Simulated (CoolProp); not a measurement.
A single-stage vapour-compression cycle with propylene: evaporating at 275.15 K (dew point), condensing at 335.15 K (bubble point), superheat 0 K, subcooling 0 K, compressor efficiency 0.6, no pressure losses. Each further row changes one setting.

Model: reference Helmholtz-energy equation of state, Lemmon 2013, in CoolProp.

| case | cooling COP | pressure ratio | discharge temperature (K) | refrigerating effect (kJ/kg) | volumetric capacity (kJ/m³) |
|---|---|---|---|---|---|
| as stated | 1.76 | 4.25 | 367.7 | 207 | 2710 |
| evaporating temperature 280.15 K | 2.01 | ? | 364.2 | ? | 3190 |
| condensing temperature 330.15 K | ? | 3.84 | 360.9 | 224 | 2920 |
| subcooling 5 K | 1.90 | 4.25 | 367.7 | 224 | 2930 |
| superheat 10 K | ? | 4.25 | 378.4 | 224 | 2780 |
| compressor efficiency 0.5 | 1.47 | 4.25 | ? | 207 | 2710 |

### Question
Fill in the missing entries.

### Answer

- evaporating temperature 280.15 K, pressure ratio: 3.68
- evaporating temperature 280.15 K, refrigerating effect (kJ/kg): 212
- condensing temperature 330.15 K, cooling COP: 2.04
- superheat 10 K, cooling COP: 1.79
- compressor efficiency 0.5, discharge temperature (K): 378.2
